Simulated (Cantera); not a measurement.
**Catalytic stagnation flow on Pt**

A jet of H2 : O2 : N2 = 0.026 : 0.11 : 0.79 (molar parts) at 300 K and 97.5 Torr hits a platinum plate 9.5 cm away at a mass flux of 0.038 kg/m²/s; the plate temperature is set and raised in steps from an oxygen-covered start.

Model: Deutschmann's 1995 Pt surface mechanism with GRI-Mech 3.0 gas chemistry, integrated in Cantera. Catalytic surfaces can have several steady states; this one follows from the mechanism file's or the stated starting coverage.

```
plate T (K)  wall x H2  wall x O2  wall x H2O  wall x OH  θ free Pt   θ O*    θ OH*
-----------  ---------  ---------  ----------  ---------  ---------  -----  -------
700            0.00168     0.0905      0.0509      <1e-8     0.0411  0.956  0.00317
750            0.00127     0.0902      0.0513      <1e-8     0.0569  0.940  0.00269
800           0.000865     0.0898      0.0518      <1e-8     0.0890  0.909  0.00250
850           0.000587     0.0897      0.0520    1.38e-8      0.135  0.862  0.00234
900           0.000432     0.0896      0.0521    4.20e-8      0.192  0.806  0.00215
950           0.000338     0.0896      0.0520    1.14e-7      0.254  0.744  0.00194
1000          0.000271     0.0898      0.0517    3.36e-7      0.319  0.680  0.00172
```
x: mole fraction at the wall; θ: surface coverage.
